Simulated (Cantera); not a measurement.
Feed: 1 mol Si₂H₆, 23 mol O₂, held at 1925 K and 51.8 Torr.

Method: chemical equilibrium by Gibbs-energy minimisation in Cantera with the NASA 1993 tables (ideal gas, pure condensed phases). Candidate condensed phases: H₂O, Si, SiO₂; 18 gas species. The feed counts by its element totals alone. The tables hold silica as quartz up to 1696 K and as liquid above; real silica turns to tridymite and cristobalite and melts near 1996 K. Rates play no part.

Base state: O₂ 0.863, H₂O 0.131, OH 0.00444, O 0.00130, H₂ 8.58e-5, H 3.37e-5 (mole fractions); condensed: SiO₂(condensed).

What changes in the equilibrium state with this change: Si₂H₆ replaced by TEOS?


| species | before | after |
|---|---|---|
| O₂ | 0.863 | 0.377 |
| H₂O | 0.131 | 0.341 |
| CO₂ | 0 | 0.274 |
| CO | 0 | 0.00117 |
| H₂ | 8.58e-5 | 0.000338 |
| H | 3.37e-5 | 6.69e-5 |
| O | 0.00130 | 0.000860 |
| OH | 0.00444 | 0.00583 |
| SiO₂(condensed), mol | 2.00 | 1.000 |
Gases not in the tables: Si(OH)₄. Further candidate phases: C, C₆H₆, C₇H₈, C₈H₁₈, SiC.
